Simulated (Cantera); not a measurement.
Stirred combustor or abatement burner

A perfectly stirred reactor is fed with CH4 : H2 : O2 : N2 = 1 : 0.5 : 1.73 : 6.51 (molar parts), at 1000000 Pa; it is adiabatic with a 648 K inlet, and is followed from long to short residence time, starting on the burning branch (τ in s: 0.051, 0.02, 0.0082, 0.0033, 0.0013, 0.00053, 0.00021, 8.5e-05, 3.4e-05).

Cantera simulation using GRI-Mech 3.0 (53 species, 325 reactions); the numbers are that mechanism's predictions, not measurements.

```
τ (s)    T (K)     x CH4    x H2      x O2       x O    x HO2
-------  -----  --------  ------  --------  --------  -------
0.051     2345   1.53e-5  0.0468   3.33e-5   8.89e-6  2.72e-8
0.020     2344   3.34e-5  0.0468   5.99e-5   1.04e-5  4.15e-8
0.0082    2342   6.49e-5  0.0468  0.000114   1.31e-5  7.29e-8
0.0033    2338  0.000119  0.0467  0.000227   1.80e-5  1.46e-7
0.0013    2333  0.000209  0.0465  0.000464   2.67e-5  3.22e-7
0.00053   2324  0.000347  0.0463  0.000919   4.09e-5  7.25e-7
0.00021   2309  0.000591  0.0461   0.00187   6.52e-5  1.74e-6
8.5e-5    2283   0.00108  0.0457   0.00390   1.00e-4  4.31e-6
3.4e-5    2220   0.00257  0.0452   0.00959  0.000136  1.30e-5
```
x: mole fraction; the columns are a selection and need not sum to one.
